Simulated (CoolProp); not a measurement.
Saturation properties of R21 (Tc = 179.6 °C, pc = 5.289 MPa, ω = 0.206).

The numbers come from the reference Helmholtz-energy equation of state, Platzer 1990 in CoolProp. This equation is an older, rougher fit; its heat capacities, sound speeds and derivatives of the liquid may be far off and weren't checked against measurements.

```json
[
 {"T (°C)": "-17.85", "p (MPa)": "0.03165", "vapour density (kg/m³)": "1.560", "enthalpy of vaporisation (kJ/kg)": "252.9", "surface tension (mN/m)": "24.2"},
 {"T (°C)": "1.95", "p (MPa)": "0.07689", "vapour density (kg/m³)": "3.566", "enthalpy of vaporisation (kJ/kg)": "243.1", "surface tension (mN/m)": "21.2"},
 {"T (°C)": "21.75", "p (MPa)": "0.1629", "vapour density (kg/m³)": "7.196", "enthalpy of vaporisation (kJ/kg)": "232.2", "surface tension (mN/m)": "18.3"},
 {"T (°C)": "41.55", "p (MPa)": "0.3097", "vapour density (kg/m³)": "13.19", "enthalpy of vaporisation (kJ/kg)": "220.3", "surface tension (mN/m)": "15.4"},
 {"T (°C)": "61.35", "p (MPa)": "0.5403", "vapour density (kg/m³)": "22.49", "enthalpy of vaporisation (kJ/kg)": "207.2", "surface tension (mN/m)": "12.6"},
 {"T (°C)": "81.15", "p (MPa)": "0.8799", "vapour density (kg/m³)": "36.30", "enthalpy of vaporisation (kJ/kg)": "192.6", "surface tension (mN/m)": "10.0"},
 {"T (°C)": "100.85", "p (MPa)": "1.352", "vapour density (kg/m³)": "56.24", "enthalpy of vaporisation (kJ/kg)": "176.3", "surface tension (mN/m)": "7.53"},
 {"T (°C)": "120.65", "p (MPa)": "1.992", "vapour density (kg/m³)": "85.40", "enthalpy of vaporisation (kJ/kg)": "157.2", "surface tension (mN/m)": "5.19"},
 {"T (°C)": "140.45", "p (MPa)": "2.830", "vapour density (kg/m³)": "129.5", "enthalpy of vaporisation (kJ/kg)": "133.5", "surface tension (mN/m)": "3.06"}
]
```

It boils at 8.9 °C under 1 atm.

Surface tension comes from a separate correlation (Mulero 2012).
